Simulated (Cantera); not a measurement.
Cantera run, input and output.

```python
import numpy as np
import cantera as ct

gas = ct.Solution("gri30.yaml")
gas.TPX = 900, 230, {'H2': 0.15, 'O2': 1, 'N2': 2.6}
reactor = ct.IdealGasConstPressureReactor(gas, energy="off", clone=False)
net = ct.ReactorNet([reactor])
net.rtol, net.atol = 1e-08, 1e-18
show = ['H2', 'O2', 'H2O', 'OH', 'NO']
times = np.geomspace(3e-05, 200, 10)

steps = ct.SolutionArray(gas, extra=["t"])
rows = []
print(f"{'t/s':>10s}{'T/K':>9s}{'P/Pa':>11s}" + "".join(f"{s:>11s}" for s in show))
for t in times:
    while net.time < t:
        t_next = net.step()
        steps.append(gas.state, t=t_next)
    rows.append([np.interp(t, steps.t, y) for y in (steps.T, steps.P, *steps(*show).X.T)])
    print(f"{t:10.3e}{rows[-1][0]:9.1f}{rows[-1][1]:11.4g}" + "".join(f"{x:11.3e}" for x in rows[-1][2:]))
rate = np.gradient(steps.T, steps.t)
print("integrator steps:", len(steps.t))
if steps.T.max() > steps.T[0] + 200:
    print(f"time of steepest temperature rise: {steps.t[rate.argmax()]:.4e} s")
gas.TPX = 900, 230, {'H2': 0.15, 'O2': 1, 'N2': 2.6}
gas.equilibrate("TP")
print(f"equilibrium (TP): T = {gas.T:.1f} K  " + "  ".join(f"{s} {gas[s].X[0]:.3e}" for s in show))
```

Output:

```
       t/s      T/K       P/Pa         H2         O2        H2O         OH         NO
 3.000e-05    900.0        230  4.000e-02  2.667e-01  1.128e-18  6.955e-17  1.059e-33
 1.719e-04    900.0        230  4.000e-02  2.667e-01  1.476e-16  1.996e-15  1.522e-31
 9.852e-04    900.0        230  4.000e-02  2.667e-01  1.968e-14  4.889e-14  2.863e-29
 5.646e-03    900.0        230  4.000e-02  2.667e-01  1.888e-12  7.488e-13  6.071e-27
 3.236e-02    900.0        230  4.000e-02  2.667e-01  4.457e-10  5.727e-11  2.742e-24
 1.854e-01    900.0        230  1.287e-02  2.538e-01  1.980e-02  9.582e-04  2.939e-09
 1.063e+00    900.0        230  5.402e-04  2.494e-01  3.781e-02  3.878e-04  1.730e-07
 6.090e+00    900.0        230  2.065e-05  2.516e-01  4.074e-02  6.806e-05  1.946e-07
 3.490e+01    900.0        230  4.525e-07  2.517e-01  4.081e-02  1.048e-05  1.943e-07
 2.000e+02    900.0        230  2.675e-08  2.517e-01  4.081e-02  2.701e-06  1.942e-07
integrator steps: 1768
equilibrium (TP): T = 900.0 K  H2 5.462e-12  O2 2.517e-01  H2O 4.082e-02  OH 4.017e-08  NO 9.621e-06
```

Detailed kinetics in Cantera: GRI-Mech 3.0 (53 species, 325 reactions). Radical loss at walls, strong at low pressure, is not modelled. Below about 950 K walls govern HO2 and H2O2 in real vessels. The temperature is held fixed by assumption; the heat of reaction is taken as removed at once.
